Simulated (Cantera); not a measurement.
A closed system holds: 1 mol SiH4, 0.025 mol C2H2, 4.4 mol H2, equilibrated at 2.40 mbar.

Equilibrium computed with Cantera from the NASA thermochemical tables; the gas is ideal and each condensed phase is pure. Candidate condensed phases: C, C6H6, C7H8, C8H18, Si, SiC; 87 gas species. Gases not in the tables: Si2H6 and higher silanes. The numbers say what is thermodynamically allowed, not how fast it happens.

Problem. At 2027 °C, list the 5 most abundant gas species with their mole fractions, and the condensed phases.

Solution. H2 0.714, H 0.167, Si 0.112, Si2C 0.00422, SiH 0.00170. Condensed: gas only.
